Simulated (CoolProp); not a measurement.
Computed with CoolProp (reference Helmholtz-energy equation of state, Bücker 2006).

Q: Give the vapour pressure (MPa), liquid density (kg/m³), liquid cp (kJ/(kg K)), surface tension (mN/m) of saturated ethane at 253.4, 266.3 K.

A: 
| T (K) | p (MPa) | liquid density (kg/m³) | liquid cp (kJ/(kg K)) | surface tension (mN/m) |
|---|---|---|---|---|
| 253.4 | 1.43 | 442 | 3.05 | 5.84 |
| 266.3 | 2.01 | 416 | 3.37 | 4.10 |

Surface tension comes from a separate correlation (Mulero 2012).
